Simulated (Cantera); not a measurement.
An isothermal, constant-pressure homogeneous reactor starts with 78.1 % NH3, 21.9 % H2, at 1850 K and 0.0133 bar.

Detailed kinetics in Cantera: the gas-phase N/H chemistry of the illustrative SiF4/NH3 mechanism in the Surface Chemkin manual (1991). Walls and surfaces, which speed up NH3 decomposition in real reactors, are not modelled.

x: mole fraction; the columns are a selection and need not sum to one.

| t (s) | x NH3 | x H2 | x H | x NH | x N | x N2H2 |
|---|---|---|---|---|---|---|
| 0.000900 | 0.781 | 0.219 | 3.22e-6 | 1.63e-8 | 3.06e-11 | 4.85e-9 |
| 0.00256 | 0.781 | 0.219 | 8.99e-6 | 1.42e-7 | 8.77e-10 | 5.32e-8 |
| 0.00730 | 0.781 | 0.219 | 2.51e-5 | 1.10e-6 | 1.88e-8 | 5.50e-7 |
| 0.0208 | 0.780 | 0.220 | 6.06e-5 | 5.77e-6 | 2.06e-7 | 4.20e-6 |
| 0.0592 | 0.773 | 0.224 | 7.59e-5 | 8.32e-6 | 3.50e-7 | 6.66e-6 |
| 0.169 | 0.754 | 0.238 | 8.11e-5 | 8.34e-6 | 3.61e-7 | 6.40e-6 |
| 0.480 | 0.703 | ? | ? | 8.33e-6 | 3.86e-7 | ? |
| 1.37 | 0.582 | 0.362 | 0.000133 | 8.13e-6 | 4.31e-7 | 4.24e-6 |
| 3.90 | 0.365 | 0.518 | 0.000218 | 7.19e-6 | 4.78e-7 | 2.15e-6 |
| 11.1 | ? | ? | ? | ? | 4.74e-7 | ? |
| 31.6 | 0.0183 | 0.767 | 0.000790 | 2.30e-6 | 4.08e-7 | 4.70e-8 |
| 90.0 | 6.90e-5 | 0.777 | 0.00389 | 2.06e-7 | 1.79e-7 | 3.59e-11 |

Complete the blanks.


- 0.480, x H2: 0.275
- 0.480, x H: 9.54e-5
- 0.480, x N2H2: 5.70e-6
- 11.1, x NH3: 0.134
- 11.1, x H2: 0.684
- 11.1, x H: 0.000388
- 11.1, x NH: 4.98e-6
- 11.1, x N2H2: 5.58e-7
